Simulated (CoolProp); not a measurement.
Computed with CoolProp (reference Helmholtz-energy equation of state, Lemmon 2006). It is a short technical equation, of lower accuracy than the large ones.

Q: Give the vapour pressure (MPa), liquid density (kg/m³), vapour Z, surface tension (mN/m) of saturated toluene at 381.5 K.

A: 
| T (K) | p (MPa) | liquid density (kg/m³) | vapour Z | surface tension (mN/m) |
|---|---|---|---|---|
| 381.5 | 0.0950 | 781 | 0.961 | 18.1 |

Surface tension comes from a separate correlation (Mulero 2012).
